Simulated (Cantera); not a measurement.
Charge: 1 mol borazine, 1.8 mol H₂O, 24 mol N₂, held at 0.220 bar.

Cantera equilibrium calculation (NASA polynomials, part measured and part estimated; ideal gas, pure solids and liquids). Candidate condensed phases: B, BN, B₂O₃, B₃O₃H₃, H₂O; 39 gas species. The feed counts by its element totals alone. Mutual solubility and eutectic melting of coexisting phases are not modelled. Gases not in the tables: H₃BO₃. Rates play no part.

Problem. Which condensed phases are stable at each of these points (T (K)): 1400, 1450, 1500, 1550, 1600, 1650, 1700, 1750, 1800, 1850, 1900, 1950?

Solution. 
```tsv
T (K)	condensed phases	B condensed (%)
1400	BN(s) + B₂O₃(l)	99.4
1450	BN(s) + B₂O₃(l)	99.0
1500	BN(s) + B₂O₃(l)	98.3
1550	BN(s) + B₂O₃(l)	97.1
1600	BN(s) + B₂O₃(l)	94.9
1650	BN(s) + B₂O₃(l)	91.1
1700	BN(s) + B₂O₃(l)	84.1
1750	BN(s) + B₂O₃(l)	71.1
1800	BN(s)	60.3
1850	BN(s)	58.6
1900	BN(s)	56.5
1950	BN(s)	54.3
```

From 1400 K to 1750 K the condensed part is BN(s) + B₂O₃(l). From 1800 K to 1950 K the condensed part is BN(s). The share of B in condensed phases is highest at 1400 K (99.4 %) and lowest at 1950 K (54.3 %).
